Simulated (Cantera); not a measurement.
An isothermal, constant-pressure homogeneous reactor starts with 9.62 % CH4, 90.4 % N2, at 1600 K and 15.8 Torr.

Model: GRI-Mech 3.0 (53 species, 325 reactions), integrated in Cantera. GRI-Mech 3.0 stops at C3 and has no aromatics, soot or wall deposition, so with more carbon than oxygen in the feed, carbon stays in small species such as C2H2 where larger ones or solid carbon would form. Radical loss at walls, strong at low pressure, is not modelled.

### Question
Predict: x(CH4) at 200 s; x(C2H4) at 200 s; x(C2H) at 200 s; x(CH2) at 200 s; x(CH3) at 200 s; x(H2) at 200 s; x(C2H2) at 200 s.

### Answer
```
Quantity                                            Result
----------------  ----------------------------------------
x(CH4) at 200 s    8.68e-5 (gas-phase equilibrium 3.75e-5)
x(C2H4) at 200 s   1.33e-5 (gas-phase equilibrium 4.50e-6)
x(C2H) at 200 s    1.53e-7 (gas-phase equilibrium 5.16e-8)
x(CH2) at 200 s   1.78e-9 (gas-phase equilibrium 7.71e-10)
x(CH3) at 200 s    1.84e-6 (gas-phase equilibrium 7.93e-7)
x(H2) at 200 s         0.131 (gas-phase equilibrium 0.131)
x(C2H2) at 200 s     0.0438 (gas-phase equilibrium 0.0148)
```
